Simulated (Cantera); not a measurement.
What does this Cantera script print?

```python
import numpy as np
import cantera as ct

gas = ct.Solution("gri30.yaml")
gas.TPX = 1700, 12, {'CH4': 0.21, 'N2': 1.6}
reactor = ct.IdealGasConstPressureReactor(gas, energy="off", clone=False)
net = ct.ReactorNet([reactor])
net.rtol, net.atol = 1e-08, 1e-18
show = ['CH4', 'H2', 'CH3', 'C2H', 'C2H6', 'H']
times = np.geomspace(6e-06, 200, 14)

steps = ct.SolutionArray(gas, extra=["t"])
rows = []
print(f"{'t/s':>10s}{'T/K':>9s}{'P/Pa':>11s}" + "".join(f"{s:>11s}" for s in show))
for t in times:
    while net.time < t:
        t_next = net.step()
        steps.append(gas.state, t=t_next)
    rows.append([np.interp(t, steps.t, y) for y in (steps.T, steps.P, *steps(*show).X.T)])
    print(f"{t:10.3e}{rows[-1][0]:9.1f}{rows[-1][1]:11.4g}" + "".join(f"{x:11.3e}" for x in rows[-1][2:]))
rate = np.gradient(steps.T, steps.t)
print("integrator steps:", len(steps.t))
if steps.T.max() > steps.T[0] + 200:
    print(f"time of steepest temperature rise: {steps.t[rate.argmax()]:.4e} s")
gas.TPX = 1700, 12, {'CH4': 0.21, 'N2': 1.6}
gas.equilibrate("TP")
print(f"equilibrium (TP): T = {gas.T:.1f} K  " + "  ".join(f"{s} {gas[s].X[0]:.3e}" for s in show))
```

Result:

```
       t/s      T/K       P/Pa        CH4         H2        CH3        C2H       C2H6          H
 6.000e-06   1700.0         12  1.160e-01  1.532e-12  1.131e-09  1.937e-40  3.383e-24  1.128e-09
 2.274e-05   1700.0         12  1.160e-01  2.203e-11  4.305e-09  2.659e-37  1.863e-22  4.261e-09
 8.620e-05   1700.0         12  1.160e-01  3.130e-10  1.655e-08  4.267e-34  1.044e-20  1.592e-08
 3.267e-04   1700.0         12  1.160e-01  4.314e-09  6.584e-08  7.856e-31  6.188e-19  5.721e-08
 1.238e-03   1700.0         12  1.160e-01  5.444e-08  2.876e-07  1.330e-27  4.639e-17  1.788e-07
 4.694e-03   1700.0         12  1.160e-01  5.159e-07  1.400e-06  2.819e-24  5.027e-15  3.681e-07
 1.779e-02   1700.0         12  1.160e-01  2.932e-06  6.282e-06  8.421e-21  5.754e-13  4.188e-07
 6.744e-02   1700.0         12  1.160e-01  1.229e-05  2.497e-05  1.415e-17  3.968e-11  4.202e-07
 2.556e-01   1700.0         12  1.159e-01  4.848e-05  9.575e-05  1.434e-14  1.494e-09  4.415e-07
 9.689e-01   1700.0         12  1.156e-01  2.275e-04  3.628e-04  1.151e-11  3.183e-08  7.626e-07
 3.673e+00   1700.0         12  1.121e-01  3.268e-03  1.307e-03  2.821e-09  5.040e-07  6.546e-06
 1.392e+01   1700.0         12  6.558e-02  6.315e-02  1.897e-03  1.721e-07  2.758e-06  1.052e-04
 5.277e+01   1700.0         12  1.534e-02  1.344e-01  6.174e-04  5.056e-07  4.019e-07  2.729e-04
 2.000e+02   1700.0         12  1.678e-03  1.532e-01  1.289e-04  1.085e-06  1.351e-08  5.828e-04
integrator steps: 1058
equilibrium (TP): T = 1700.0 K  CH4 1.223e-07  H2 1.529e-01  CH3 8.590e-08  C2H 3.495e-06  C2H6 6.640e-16  H 5.297e-03
```

Model: GRI-Mech 3.0 (53 species, 325 reactions), integrated in Cantera. GRI-Mech 3.0 stops at C3 and has no aromatics, soot or wall deposition, so with more carbon than oxygen in the feed, carbon stays in small species such as C2H2 where larger ones or solid carbon would form. Radical loss at walls, strong at low pressure, is not modelled.
